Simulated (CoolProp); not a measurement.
Properties of C2F6 (R116) along the isotherm 26.35 °C.

Model: reference Helmholtz-energy equation of state, Lemmon 2006, in CoolProp. It is a short technical equation, of lower accuracy than the large ones.

```csv
p (MPa),phase,cp (kJ/(kg K)),isothermal compressibility (1/MPa)
2.18,gas,1.014,[?]
4.35,supercritical,1.882,0.1397
6.53,supercritical,1.338,0.03766
8.71,supercritical,[?],[?]
10.9,supercritical,1.167,0.01607
13.1,supercritical,1.133,0.01258
15.2,supercritical,1.110,0.01044
17.4,supercritical,1.093,0.008884
19.6,supercritical,1.079,0.007739
21.8,supercritical,1.068,0.006862
23.9,supercritical,1.059,0.006196
26.1,supercritical,1.052,0.005628
28.3,supercritical,1.045,[?]
30.5,supercritical,1.040,0.004761
```

Q: Some entries are withheld; supply them.

A: 
- 2.18, isothermal compressibility (1/MPa): 0.6907
- 8.71, cp (kJ/(kg K)): 1.223
- 8.71, isothermal compressibility (1/MPa): 0.02239
- 28.3, isothermal compressibility (1/MPa): 0.005157

The peak of cp marks the crossing from liquid-like to gas-like fluid above the critical point.
